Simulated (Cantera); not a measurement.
Charge: 1 mol Si, 0.63 mol Cl2, 2.5 mol H2, equilibrated at 0.220 bar.

Cantera equilibrium calculation (NASA polynomials, part measured and part estimated; ideal gas, pure solids and liquids). Candidate condensed phases: Si; 19 gas species. The tables' values for SiCl3 are old estimates; treat these amounts as uncertain. The numbers say what is thermodynamically allowed, not how fast it happens. All values below are at 702 °C.

Base state: H2 0.869, SiCl4 0.0833, SiHCl3 0.0327, HCl 0.0127, SiH2Cl2 0.00134, SiCl3 0.000935, SiCl2 0.000297, SiH3Cl 1.40e-5 (mole fractions); condensed: Si(s).

Question: What changes in the equilibrium state with this change: H2 from 2.5 to 19 mol?

Answer: 
```tsv
species	before	after
H2	0.869	0.976
SiCl4	0.0833	0.00904
HCl	0.0127	0.00770
SiHCl3	0.0327	0.00655
SiCl3	0.000935	0.000177
SiCl2	0.000297	9.80e-5
SiH2Cl2	0.00134	0.000497
Si(s), mol	0.668	0.684
```

Question: What changes in the equilibrium state with this change: Si replaced by SiCl4?

Answer: 
```
species       before    after
----------  --------  -------
H2             0.869    0.451
HCl           0.0127    0.307
SiCl4         0.0833    0.240
SiHCl3        0.0327  0.00201
SiH3Cl       1.40e-5    <1e-9
SiH2Cl2      0.00134  1.77e-6
SiCl2       0.000297  7.55e-7
SiCl3       0.000935  8.00e-5
Si(s), mol     0.668        0
```

Question: What changes in the equilibrium state with this change: pressure from 0.220 bar to 0.110 bar?

Answer: 
| species | before | after |
|---|---|---|
| H2 | 0.869 | 0.868 |
| SiCl4 | 0.0833 | 0.0858 |
| SiHCl3 | 0.0327 | 0.0281 |
| HCl | 0.0127 | 0.0152 |
| SiH3Cl | 1.40e-5 | 8.35e-6 |
| SiCl2 | 0.000297 | 0.000427 |
| SiH2Cl2 | 0.00134 | 0.000964 |
| SiCl3 | 0.000935 | 0.00114 |
| Si(s), mol | 0.668 | 0.673 |
